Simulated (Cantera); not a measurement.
**Premixed flame**

A freely propagating, adiabatic, planar premixed flame of 28.2 % H2, 12.8 % O2, 59.0 % N2, unburnt at 475 K and 0.247 atm; mixture-averaged transport, grid criteria slope 0.08 and curve 0.16, no radiation.

Detailed kinetics in Cantera: the H2/O2 subset of GRI-Mech 3.0, which has no nitrogen chemistry. Burning velocities carry a grid error of a few per cent, more on coarse grids.

```json
[
 {"z (mm)": "-8.52", "T (K)": "475", "u (m/s)": "3.88", "x H2": "0.282", "x O2": "0.128", "x HO2": "<1e-8", "x H2O": "<1e-8", "x O": "<1e-8", "x H2O2": "<1e-8"},
 {"z (mm)": "-5.68", "T (K)": "475", "u (m/s)": "3.88", "x H2": "0.282", "x O2": "0.128", "x HO2": "<1e-8", "x H2O": "<1e-8", "x O": "<1e-8", "x H2O2": "<1e-8"},
 {"z (mm)": "-4.26", "T (K)": "475", "u (m/s)": "3.88", "x H2": "0.282", "x O2": "0.128", "x HO2": "<1e-8", "x H2O": "<1e-8", "x O": "<1e-8", "x H2O2": "<1e-8"},
 {"z (mm)": "-2.84", "T (K)": "475", "u (m/s)": "3.88", "x H2": "0.282", "x O2": "0.128", "x HO2": "3.16e-8", "x H2O": "<1e-8", "x O": "<1e-8", "x H2O2": "<1e-8"},
 {"z (mm)": "-1.42", "T (K)": "480", "u (m/s)": "3.91", "x H2": "0.280", "x O2": "0.128", "x HO2": "8.25e-5", "x H2O": "0.000203", "x O": "2.37e-6", "x H2O2": "1.75e-6"},
 {"z (mm)": "-0.710", "T (K)": "661", "u (m/s)": "5.29", "x H2": "0.253", "x O2": "0.124", "x HO2": "7.20e-5", "x H2O": "0.0147", "x O": "0.000145", "x H2O2": "9.08e-6"},
 {"z (mm)": "0", "T (K)": "1097", "u (m/s)": "8.49", "x H2": "0.141", "x O2": "0.0840", "x HO2": "2.39e-5", "x H2O": "0.102", "x O": "0.00494", "x H2O2": "1.02e-6"},
 {"z (mm)": "0.710", "T (K)": "1380", "u (m/s)": "10.6", "x H2": "0.0568", "x O2": "0.0307", "x HO2": "7.80e-6", "x H2O": "0.198", "x O": "0.00996", "x H2O2": "1.15e-6"},
 {"z (mm)": "1.42", "T (K)": "1500", "u (m/s)": "11.4", "x H2": "0.0481", "x O2": "0.0220", "x HO2": "4.95e-6", "x H2O": "0.214", "x O": "0.0100", "x H2O2": "8.85e-7"},
 {"z (mm)": "2.84", "T (K)": "1634", "u (m/s)": "12.3", "x H2": "0.0489", "x O2": "0.0188", "x HO2": "3.60e-6", "x H2O": "0.222", "x O": "0.00906", "x H2O2": "5.33e-7"},
 {"z (mm)": "5.68", "T (K)": "1777", "u (m/s)": "13.3", "x H2": "0.0490", "x O2": "0.0157", "x HO2": "2.58e-6", "x H2O": "0.231", "x O": "0.00745", "x H2O2": "2.81e-7"},
 {"z (mm)": "11.4", "T (K)": "1919", "u (m/s)": "14.2", "x H2": "0.0473", "x O2": "0.0124", "x HO2": "1.78e-6", "x H2O": "0.242", "x O": "0.00553", "x H2O2": "1.49e-7"},
 {"z (mm)": "22.7", "T (K)": "2049", "u (m/s)": "15.0", "x H2": "0.0440", "x O2": "0.00914", "x HO2": "1.19e-6", "x H2O": "0.254", "x O": "0.00368", "x H2O2": "8.58e-8"}
]
```
x: mole fraction of selected species; z is measured from the peak of heat release.

```yaml
laminar_burning_velocity: 388 cm/s
thermal_thickness: 2.84 mm
peak x(HO2): 0.000124
peak x(O): 0.0102
peak x(H2O2): 1.06e-5
grid_points: 144
```
